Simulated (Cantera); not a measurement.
Charge: 1 mol Si, 2.3 mol CO₂, a varied amount of H₂, equilibrated at 1200 °C and 1 atm.

These are equilibrium values from Cantera (NASA tables, ideal gas, pure condensed phases), not measurements of a reactor. Candidate condensed phases: C, C₆H₆, C₇H₈, C₈H₁₈, H₂O, Si, SiC, SiO₂; 123 gas species. The tables hold silica as quartz up to 1696 K and as liquid above; real silica turns to tridymite and cristobalite and melts near 1996 K. Gases not in the tables: Si(OH)₄. Rates play no part.

log p: log10 of the partial pressure in bar; n: condensed amount in mol.

```json
[
 {"n(H₂) (mol)": "3.6", "log p H₂": "-0.24", "log p CO": "-0.42", "log p H₂O": "-1.39", "log p CO₂": "-1.96", "log p CH₄": "-4.95", "n SiO₂(β-quartz)": "1.00"},
 {"n(H₂) (mol)": "4.9", "log p H₂": "-0.18", "log p CO": "-0.50", "log p H₂O": "-1.45", "log p CO₂": "-2.16", "log p CH₄": "-4.81", "n SiO₂(β-quartz)": "1.00"},
 {"n(H₂) (mol)": "6.6", "log p H₂": "-0.14", "log p CO": "[?]", "log p H₂O": "[?]", "log p CO₂": "[?]", "log p CH₄": "[?]", "n SiO₂(β-quartz)": "1.00"},
 {"n(H₂) (mol)": "8.8", "log p H₂": "-0.11", "log p CO": "-0.68", "log p H₂O": "-1.61", "log p CO₂": "-2.57", "log p CH₄": "-4.62", "n SiO₂(β-quartz)": "1.00"},
 {"n(H₂) (mol)": "12", "log p H₂": "-0.08", "log p CO": "-0.79", "log p H₂O": "-1.70", "log p CO₂": "-2.81", "log p CH₄": "-4.54", "n SiO₂(β-quartz)": "1.00"},
 {"n(H₂) (mol)": "16", "log p H₂": "-0.06", "log p CO": "[?]", "log p H₂O": "[?]", "log p CO₂": "[?]", "log p CH₄": "-4.49", "n SiO₂(β-quartz)": "1.000"},
 {"n(H₂) (mol)": "21", "log p H₂": "-0.05", "log p CO": "-1.00", "log p H₂O": "-1.90", "log p CO₂": "-3.25", "log p CH₄": "-4.45", "n SiO₂(β-quartz)": "1.000"},
 {"n(H₂) (mol)": "29", "log p H₂": "-0.03", "log p CO": "-1.13", "log p H₂O": "-2.02", "log p CO₂": "-3.52", "log p CH₄": "-4.41", "n SiO₂(β-quartz)": "1.000"}
]
```

Task: Complete the blanks.

Result: 
- 16, log p CO: -0.90
- 16, log p H₂O: -1.80
- 16, log p CO₂: -3.03
- 6.6, log p CO: -0.59
- 6.6, log p H₂O: -1.52
- 6.6, log p CO₂: -2.37
- 6.6, log p CH₄: -4.70
